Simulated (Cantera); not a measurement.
Charge: 1 mol Si, 2.1 mol CO2, a varied amount of H2, at 900 K and 0.0100 bar.

Equilibrium computed with Cantera from the NASA thermochemical tables; the gas is ideal and each condensed phase is pure. Candidate condensed phases: C, C6H6, C7H8, C8H18, H2O, Si, SiC, SiO2; 123 gas species. The numbers say what is thermodynamically allowed, not how fast it happens.

Problem. At 700 mol H2, list the 4 most abundant gas species with their mole fractions, and the condensed phases.

Solution. H2 0.996, CO 0.00261, H2O 0.000518, CH4 0.000378. Condensed: SiO2(β-quartz).
